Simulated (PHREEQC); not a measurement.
Consider water at 15 °C with 0.23 mol/kgw H2SO4, 0.00013 mol/kgw MnSO4 and 0.031 mol/kgw MgSO4. Closed to the air; pH follows from the charge balance.

All values are PHREEQC results (ion-association model, phreeqc.dat), not measurements.

Precipitation was switched off in this run.

Question: What pH, ionic strength does the model give?

Answer: pH 0.71; ionic strength 0.354 mol/kgw.

Question: In which forms is S present?

Answer: HSO4- 80 %, SO4-2 16 %, MgSO4 4.0 % of the S.

Complexes and solids missing from the database can't appear.
